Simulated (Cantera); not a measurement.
Input: 1 mol Cu, 4.6 mol CO, 12 mol H₂, at 800 K and 8250 Torr.

These are equilibrium values from Cantera (NASA tables, ideal gas, pure condensed phases), not measurements of a reactor. Candidate condensed phases: C, C₆H₆, C₇H₈, C₈H₁₈, Cu, CuO, Cu(OH)₂, Cu₂O, H₂O; 113 gas species. Kinetics and transport are ignored.

Base state: CH₄ 0.403, H₂O 0.350, H₂ 0.165, CO₂ 0.0739, CO 0.00825, C₂H₆ 1.97e-5 (mole fractions); condensed: C(graphite) + Cu(s).

Q: What changes in the equilibrium state with this change: pressure from 8250 Torr to 1.00 Torr?

A: 
```csv
species,before,after
H₂,0.165,0.726
CO,0.00825,0.258
CO₂,0.0739,0.00877
CH₄,0.403,0.000946
H₂O,0.350,0.00585
C₂H₆,1.97e-5,<1e-9
"C(graphite), mol",0.195,0.223
"Cu(s), mol",1.00,1.00
```
